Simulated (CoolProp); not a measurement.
Carbon monoxide along the isobar 11.8 MPa: density (kg/m³) from the reference equation and from simpler models built on Tc = 132.9 K, pc = 3.498 MPa, ω = 0.050; each cubic takes its own stable root.

The numbers come from the reference Helmholtz-energy equation of state, Lemmon 2006 in CoolProp. It is a short technical equation, of lower accuracy than the large ones.

| T (K) | phase | reference | van der Waals | Redlich-Kwong | Soave-Redlich-Kwong |
|---|---|---|---|---|---|
| 118.1 | liquid | 668.4 | 496.9 | 660.5 | 661.9 |
| 138 | supercritical | 565.4 | 445.5 | 547.7 | 546.5 |
| 157.9 | supercritical | 441.2 | 386.9 | 424.9 | 417.1 |
| 177.9 | supercritical | 325.3 | 324.1 | 320.8 | 309.8 |
| 197.8 | supercritical | 253.5 | 267.8 | 254.4 | 244.5 |
| 217.7 | supercritical | 210.6 | 225.1 | 212.9 | 204.6 |
| 237.7 | supercritical | 182.1 | 194.3 | 184.8 | 177.7 |
| 257.6 | supercritical | 161.7 | 171.8 | 164.4 | 158.3 |
| 277.5 | supercritical | 146.2 | 154.6 | 148.8 | 143.4 |
| 297.5 | supercritical | 133.8 | 140.9 | 136.3 | 131.5 |
| 317.4 | supercritical | 123.7 | 129.7 | 126.0 | 121.7 |
| 337.3 | supercritical | 115.2 | 120.4 | 117.4 | 113.6 |
| 357.2 | supercritical | 107.9 | 112.5 | 110.0 | 106.5 |
